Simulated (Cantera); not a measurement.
A perfectly stirred reactor is fed with 7.84 % CH₄, 0.862 % CO, 19.2 % O₂, 72.1 % N₂, equivalence ratio 0.84, at 173 Torr; it is adiabatic with a 375 K inlet, and is followed from long to short residence time, starting on the burning branch (τ in s: 0.099, 0.046, 0.021, 0.01, 0.0046, 0.0022, 0.001, 0.00047, 0.00022, 0.0001, 4.7e-05).

Detailed kinetics in Cantera: GRI-Mech 3.0 (53 species, 325 reactions).

x: mole fraction; the columns are a selection and need not sum to one.

```tsv
τ (s)	T (K)	x CH₄	x CO	x O₂	x HCO	x HO₂	x C₂H₄	x NO
0.099	2037	7.76e-6	0.00724	0.0338	9.84e-8	…	3.54e-10	0.000313
0.046	1999	1.32e-5	0.00965	0.0352	2.11e-7	…	7.39e-10	0.000183
0.021	1950	2.33e-5	0.0125	0.0369	4.52e-7	…	1.60e-9	0.000105
0.010	1895	4.13e-5	0.0153	0.0388	9.15e-7	…	3.57e-9	6.35e-5
0.0046	1832	7.88e-5	0.0182	0.0409	1.88e-6	…	9.39e-9	3.94e-5
0.0022	1770	0.000155	0.0213	0.0432	3.72e-6	…	2.74e-8	2.54e-5
0.0010	1702	0.000347	0.0256	0.0466	7.81e-6	…	1.08e-7	1.53e-5
0.00047	1632	0.000885	0.0331	0.0525	1.68e-5	…	6.10e-7	8.47e-6
0.00022	375	0.0784	0.00862	0.192	<1e-12	<1e-12	<1e-12	<1e-12
0.00010	375	0.0784	0.00862	0.192	<1e-12	<1e-12	<1e-12	<1e-12
4.7e-5	375	0.0784	0.00862	0.192	<1e-12	<1e-12	<1e-12	<1e-12
```

**Question.** Fill in the missing entries.

**Answer.** 
- 0.099, x HO₂: 1.08e-6
- 0.046, x HO₂: 1.37e-6
- 0.021, x HO₂: 1.87e-6
- 0.010, x HO₂: 2.55e-6
- 0.0046, x HO₂: 3.49e-6
- 0.0022, x HO₂: 4.72e-6
- 0.0010, x HO₂: 6.87e-6
- 0.00047, x HO₂: 1.20e-5
